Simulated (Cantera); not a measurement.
Cantera run, input and output.

```python
import numpy as np
import cantera as ct

surf = ct.Interface("diamond.yaml", "diamond_100")
gas, bulk = surf.adjacent["gas"], surf.adjacent["diamond"]
k = surf.kinetics_species_index(bulk.species_names[0])
cover = ["c6HH", "c6H*", "c6*H", "c6**", "c6HM", "c6B"]

rows, drift = [], 0.0
print(f"{'T':>10s}{'um/h':>11s}" + "".join(f"{s:>11s}" for s in cover))
for v in [950, 1000, 1050, 1100, 1150, 1200, 1250, 1300, 1350, 1400]:
    T, P, xH, xCH3 = v, 1200, 0.0045, 0.00014
    gas.TPX = T, P, {"H": xH, "CH3": xCH3, "CH4": 0.0026, "H2": 1 - xH - xCH3 - 0.0026}
    surf.TP = bulk.TP = T, P
    surf.coverages = "c6H*:0.1, c6HH:0.9"
    surf.advance_coverages(100.0)
    before = surf.coverages
    surf.advance_coverages(100.0)
    drift = max(drift, np.max(np.abs(surf.coverages - before) / (surf.coverages + 1e-9)))
    rate = surf.net_production_rates[k] * bulk.mean_molecular_weight / bulk.density * 3.6e9
    rows.append([rate, *surf[cover].coverages])
    print(f"{v:10.4g}{rate:11.4e}" + "".join(f"{x:11.3e}" for x in rows[-1][1:]))
```

Result:

```
         T       um/h       c6HH       c6H*       c6*H       c6**       c6HM        c6B
       950 6.4711e-01  6.276e-01  1.377e-02  3.268e-01  6.446e-03  1.946e-02  1.756e-09
      1000 7.4160e-01  5.860e-01  1.795e-02  3.673e-01  9.401e-03  1.408e-02  2.012e-09
      1050 6.9746e-01  5.470e-01  2.261e-02  4.047e-01  1.314e-02  8.620e-03  1.893e-09
      1100 5.1448e-01  5.102e-01  2.765e-02  4.380e-01  1.767e-02  4.133e-03  1.396e-09
      1150 3.3640e-01  4.752e-01  3.288e-02  4.661e-01  2.292e-02  1.629e-03  9.128e-10
      1200 2.4477e-01  4.427e-01  3.820e-02  4.890e-01  2.878e-02  5.910e-04  6.642e-10
      1250 2.2190e-01  4.133e-01  4.354e-02  5.073e-01  3.514e-02  2.126e-04  6.021e-10
      1300 2.2682e-01  3.871e-01  4.882e-02  5.216e-01  4.185e-02  7.724e-05  6.155e-10
      1350 2.1603e-01  3.642e-01  5.401e-02  5.325e-01  4.879e-02  2.798e-05  5.862e-10
      1400 1.6498e-01  3.443e-01  5.907e-02  5.406e-01  5.580e-02  1.013e-05  4.477e-10
```

Cantera simulation using the Harris–Goodwin 1993 mechanism for the reconstructed diamond (100) surface; the numbers are that mechanism's predictions, not measurements.
